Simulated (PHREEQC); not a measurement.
Solution A (0.062 mol/kgw H2SO4 and 0.0019 mol/kgw ZnSO4) is mixed with solution B (0.0082 mol/kgw NaF and 0.074 mol/kgw Mn(NO3)2) at 62 °C; shares are by mass of water, 1 kg in all. The system is closed to oxygen. CO2 from the air is kept out. Nothing may precipitate in this run.

Equilibrium calculation in PHREEQC: ion-association model, wateq4f.dat.

```csv
share of solution B,pH,Mn+2 (mol/kgw),F- (mol/kgw),HSO4- (mol/kgw)
0,1.25,0,0,0.0550
0.05,1.26,0.00267,3.28e-6,0.0510
0.1,1.28,0.00544,6.91e-6,0.0471
0.15,1.30,0.00829,1.09e-5,0.0432
0.2,1.33,0.0112,1.55e-5,0.0395
0.25,1.35,0.0142,2.06e-5,0.0359
0.3,1.38,0.0173,2.64e-5,0.0323
0.35,1.40,0.0205,3.30e-5,0.0289
0.4,1.44,0.0238,4.08e-5,0.0256
0.45,1.47,0.0271,5.00e-5,0.0223
0.5,1.51,0.0306,6.10e-5,0.0192
0.55,1.55,0.0341,7.45e-5,0.0163
0.6,1.60,0.0377,9.16e-5,0.0134
0.65,1.66,0.0415,0.000114,0.0107
0.7,1.73,0.0453,0.000144,0.00823
0.75,1.82,0.0493,0.000189,0.00592
0.8,1.94,0.0535,0.000263,0.00386
0.85,2.10,0.0579,0.000405,0.00211
0.9,2.39,0.0625,0.000787,0.000783
0.95,3.02,0.0674,0.00251,9.86e-5
1,6.08,0.0723,0.00717,0
```

At this temperature some constants are extrapolated from 25 °C, and those without enthalpy data are left unchanged.
